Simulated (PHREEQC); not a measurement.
Dissolve 0.0003 mol/kgw Na2B4O7 at 25 °C. Closed to the air; pH follows from the charge balance.

Equilibrium calculation in PHREEQC: ion-association model, wateq4f.dat.

No solid was allowed to form.

Q: Estimate the pH.

A: pH 9.20.

Q: In which forms is B present?

A: H3BO3 51 %, H2BO3- 49 % of the B.

Species that the database lacks are ignored.
